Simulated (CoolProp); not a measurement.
The fluid at 347.24 K and 2.54 MPa is compressed adiabatically to 13.3 MPa with isentropic efficiency 0.9. The same conditions are run with several fluids, on thermodynamics alone (safety and materials aside).

Computed with CoolProp (reference Helmholtz-energy equation of state of each fluid (propylene: Lemmon 2013; methane: Setzmann 1991; R410A: Lemmon 2003; R507A: Lemmon 2003; hydrogen chloride: Thol 2018)). Blends and air are pseudo-pure fits.

```json
[
 {"fluid": "propylene", "work (kJ/kg)": "88.3", "final temperature (K)": "455.1", "final density (kg/m³)": "246"},
 {"fluid": "methane", "work (kJ/kg)": "393", "final temperature (K)": "505.0", "final density (kg/m³)": "50.1"},
 {"fluid": "R410A", "work (kJ/kg)": "60.6", "final temperature (K)": "458.6", "final density (kg/m³)": "358"},
 {"fluid": "R507A", "work (kJ/kg)": "36.8", "final temperature (K)": "434.4", "final density (kg/m³)": "571"},
 {"fluid": "hydrogen chloride", "work (kJ/kg)": "170", "final temperature (K)": "583.3", "final density (kg/m³)": "107"}
]
```
